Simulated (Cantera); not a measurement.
Cantera run:

```python
import numpy as np
import cantera as ct

gas_names = """
    H H2 H2S Pb PbS Pb2 S SH S2 S8
""".split()
cond_names = """
    Pb(cr) Pb(L) PbS(s) PbS(L) S(cr1) S(cr2) S(L)
""".split()


def load(file, names, dense=False):
    # The tables refer to 1 bar. Condensed volumes are neglected.
    table = {s.name: s for s in ct.Species.list_from_file(file)}
    out = []
    for n in names:
        d = dict(table[n].input_data)
        d["thermo"] = dict(d["thermo"], **{"reference-pressure": 1e5})
        if dense:
            d["equation-of-state"] = {"model": "constant-volume", "density": "1e6 g/cm^3"}
        out.append(ct.Species.from_dict(d))
    return out


gas = ct.Solution(thermo="ideal-gas", species=load("nasa_gas.yaml", gas_names))
cond = {s.name: ct.Solution(thermo="fixed-stoichiometry", species=[s], name=s.name)
        for s in load("nasa_condensed.yaml", cond_names, dense=True)}
atoms = {
    'PbS': {'Pb': 1, 'S': 1},
    'H2': {'H': 2},
}
top_T = {}  # K; cautious upper limits of use, not melting points


def equilibrate(T, P, feed):
    n = {}
    for name, mol in feed.items():
        for a, k in atoms[name].items():
            n[a] = n.get(a, 0.0) + k * mol
    gas.TPX = T, P, n
    mass = sum(n.values()) * gas.mean_molecular_weight
    gas.equilibrate("TP")
    valid = [c for c in cond.values() if c.min_temp <= T <= top_T.get(c.name, c.max_temp)]
    mix = ct.Mixture([(gas, mass / gas.mean_molecular_weight)] + [(c, 0.0) for c in valid])
    mix.T, mix.P = T, P
    mix.equilibrate("TP", solver="vcs", rtol=1e-11, max_steps=5000)
    return mix


results = []
T = 1798.15  # K
P = 1700  # Pa
for m in [180, 240, 300, 390, 500, 640, 830, 1100, 1400, 1700, 2200]:
    feed = {'PbS': 1, 'H2': m}  # mol
    mix = equilibrate(T, P, feed)
    results.append((T, P, feed, dict(zip(mix.species_names, mix.species_moles))))

top = {s: max(r[3][s] / sum(r[3][g] for g in gas_names) for r in results) for s in gas_names}
cols = sorted((s for s in top if top[s] > 1e-06), key=lambda s: -top[s])[:9]
seen = [c for c in cond_names if any(r[3].get(c, 0) > 1e-12 for r in results)]
print("log10 of partial pressures in bar; condensed amounts in mol")
print(f"{'n(H2)':>10s}" + "".join(f"{s[:9]:>10s}" for s in cols + seen))
for T, P, feed, n in results:
    ng = sum(n[g] for g in gas_names)
    print(f"{feed['H2']:10.4g}" + "".join(f"{np.log10(max(n[s] / ng * P / 1e5, 1e-99)):10.3f}" for s in cols)
          + "".join(f"{n.get(c, 0):10.4g}" for c in seen))
```

Output:

```
log10 of partial pressures in bar; condensed amounts in mol
     n(H2)        H2        Pb       H2S         H        SH       PbS        S2         S
       180    -1.775    -4.076    -4.294    -4.340    -4.806    -5.009    -5.112    -5.692
       240    -1.774    -4.191    -4.392    -4.340    -4.904    -5.223    -5.310    -5.791
       300    -1.773    -4.281    -4.471    -4.340    -4.984    -5.393    -5.469    -5.870
       390    -1.773    -4.389    -4.567    -4.339    -5.080    -5.597    -5.662    -5.967
       500    -1.772    -4.491    -4.660    -4.339    -5.173    -5.793    -5.850    -6.060
       640    -1.772    -4.594    -4.756    -4.339    -5.269    -5.992    -6.041    -6.156
       830    -1.772    -4.703    -4.858    -4.339    -5.372    -6.204    -6.246    -6.259
      1100    -1.771    -4.822    -4.971    -4.339    -5.485    -6.436    -6.473    -6.372
      1400    -1.771    -4.925    -5.070    -4.338    -5.584    -6.638    -6.671    -6.471
      1700    -1.771    -5.008    -5.150    -4.338    -5.664    -6.801    -6.831    -6.551
      2200    -1.771    -5.118    -5.258    -4.338    -5.771    -7.019    -7.047    -6.659
```

Method: chemical equilibrium by Gibbs-energy minimisation in Cantera with the NASA 1993 tables (ideal gas, pure condensed phases).
